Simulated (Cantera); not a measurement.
What does this Cantera script print?

```python
import numpy as np
import cantera as ct

gas = ct.Solution("gri30.yaml")
gas.TPX = 1100, 1500000, {'CH4': 1, 'O2': 1.54, 'N2': 5.78, 'CO2': 0.35}
reactor = ct.IdealGasConstPressureReactor(gas, energy="on", clone=False)
net = ct.ReactorNet([reactor])
net.rtol, net.atol = 1e-08, 1e-16
show = ['CH4', 'O2', 'CO2', 'C2H6', 'OH', 'NO2', 'O']
times = np.geomspace(3e-06, 0.2, 12)

steps = ct.SolutionArray(gas, extra=["t"])
rows = []
print(f"{'t/s':>10s}{'T/K':>9s}{'P/Pa':>11s}" + "".join(f"{s:>11s}" for s in show))
for t in times:
    while net.time < t:
        t_next = net.step()
        steps.append(gas.state, t=t_next)
    rows.append([np.interp(t, steps.t, y) for y in (steps.T, steps.P, *steps(*show).X.T)])
    print(f"{t:10.3e}{rows[-1][0]:9.1f}{rows[-1][1]:11.4g}" + "".join(f"{x:11.3e}" for x in rows[-1][2:]))
rate = np.gradient(steps.T, steps.t)
print("integrator steps:", len(steps.t))
if steps.T.max() > steps.T[0] + 200:
    print(f"time of steepest temperature rise: {steps.t[rate.argmax()]:.4e} s")
gas.TPX = 1100, 1500000, {'CH4': 1, 'O2': 1.54, 'N2': 5.78, 'CO2': 0.35}
gas.equilibrate("HP")
print(f"equilibrium (HP): T = {gas.T:.1f} K  " + "  ".join(f"{s} {gas[s].X[0]:.3e}" for s in show))
```

Output:

```
       t/s      T/K       P/Pa        CH4         O2        CO2       C2H6         OH        NO2          O
 3.000e-06   1100.0    1.5e+06  1.153e-01  1.776e-01  4.037e-02  5.043e-14  1.186e-12  2.273e-29  3.861e-13
 8.235e-06   1100.0    1.5e+06  1.153e-01  1.776e-01  4.037e-02  1.079e-12  3.416e-12  1.339e-27  1.079e-12
 2.260e-05   1100.0    1.5e+06  1.153e-01  1.776e-01  4.037e-02  2.337e-11  1.047e-11  7.490e-26  3.107e-12
 6.205e-05   1100.0    1.5e+06  1.153e-01  1.776e-01  4.037e-02  5.756e-10  3.664e-11  4.402e-24  9.737e-12
 1.703e-04   1100.0    1.5e+06  1.153e-01  1.776e-01  4.037e-02  1.833e-08  1.522e-10  2.733e-22  3.626e-11
 4.675e-04   1100.0    1.5e+06  1.153e-01  1.776e-01  4.037e-02  5.798e-07  5.204e-10  1.839e-20  1.171e-10
 1.283e-03   1100.1    1.5e+06  1.153e-01  1.776e-01  4.037e-02  5.094e-06  8.235e-10  6.948e-19  1.698e-10
 3.523e-03   1100.7    1.5e+06  1.152e-01  1.775e-01  4.037e-02  2.597e-05  1.655e-09  2.040e-17  2.831e-10
 9.670e-03   1108.5    1.5e+06  1.139e-01  1.765e-01  4.037e-02  2.418e-04  1.638e-08  3.534e-15  1.914e-09
 2.654e-02   2574.1    1.5e+06  5.004e-12  2.025e-04  7.432e-02  3.307e-23  2.227e-03  7.203e-08  7.637e-05
 7.286e-02   2574.1    1.5e+06  5.004e-12  2.025e-04  7.432e-02  3.307e-23  2.227e-03  7.203e-08  7.637e-05
 2.000e-01   2574.1    1.5e+06  5.004e-12  2.025e-04  7.432e-02  3.307e-23  2.227e-03  7.203e-08  7.637e-05
integrator steps: 2485
time of steepest temperature rise: 1.2927e-02 s
equilibrium (HP): T = 2574.1 K  CH4 5.670e-12  O2 2.025e-04  CO2 7.432e-02  C2H6 4.048e-23  OH 2.227e-03  NO2 7.203e-08  O 7.637e-05
```

Model: GRI-Mech 3.0 (53 species, 325 reactions), integrated in Cantera. The pressure lies above the range GRI-Mech 3.0 was tuned for (to about 10 atm).
